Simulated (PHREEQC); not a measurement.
Make-up at 25 °C: 0.0029 mol HF, 0.001 mol NH4HF2 and 0.013 mol H2SO4 per kg of water. Closed to the air; pH follows from the charge balance.

All values are PHREEQC results (ion-association model, phreeqc.dat), not measurements.

| quantity | before | after |
|---|---|---|
| pH | 1.78 | 1.77 |
| ionic strength (mol/kgw) | 0.0261 | 0.0257 |
| F- (mol/kgw) | 0.000224 | 0.000137 |
| HF2- (mol/kgw) | 4.01e-6 | 1.55e-6 |

Task: Name the change that produced these shifts.
A) H2SO4 from 0.013 to 0.065 mol/kgw
B) NH4HF2 from 0.001 to 0.0001 mol/kgw
C) H2SO4 left out
D) HF left out
E) 0.00063 mol/kgw (NH4)2HPO4 added

Result: B, NH4HF2 from 0.001 to 0.0001 mol/kgw

No solid was allowed to form.
